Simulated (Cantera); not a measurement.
Cantera with NASA thermochemical tables; ideal gases at 1 bar, condensed phases pure. Values are per mole of reaction as written; species without (g) are pure solids or liquids, kept so even where they would boil at 1 bar.

3 CaCl₂ + 2 NF₃(g) = 2 N(g) + 3 CaF₂ + 6 Cl(g)

```tsv
T (K)	ΔH° (kJ)	ΔS° (J/K)	ΔG° (kJ)	log10 K	condensed phases
550	657.7	696.3	274.8	-26.09	CaCl₂(s), CaF₂(s)
700	662.7	704.3	169.7	-12.66	CaCl₂(s), CaF₂(s)
850	667.3	710.3	63.6	-3.91	CaCl₂(s), CaF₂(s)
1000	671.8	715.2	-43.4	2.27	CaCl₂(s), CaF₂(s)
1150	[?]	[?]	[?]	[?]	CaCl₂(l), CaF₂(s)
1300	[?]	[?]	[?]	[?]	CaCl₂(l), CaF₂(s)
1450	601.7	644.0	-332.1	11.96	CaCl₂(l), CaF₂(s)
1600	611.8	650.7	-429.2	14.01	CaCl₂(l), CaF₂(s)
1750	[?]	[?]	[?]	[?]	CaCl₂(l), CaF₂(l)
```

Task: What belongs in the gaps?

Result: 
- 1150, ΔH° (kJ): 585.8
- 1150, ΔS° (J/K): 632.9
- 1150, ΔG° (kJ): -142.1
- 1150, log10 K: 6.46
- 1300, ΔH° (kJ): 584.9
- 1300, ΔS° (J/K): 632.2
- 1300, ΔG° (kJ): -237.0
- 1300, log10 K: 9.52
- 1750, ΔH° (kJ): 706.9
- 1750, ΔS° (J/K): 707.0
- 1750, ΔG° (kJ): -530.3
- 1750, log10 K: 15.83
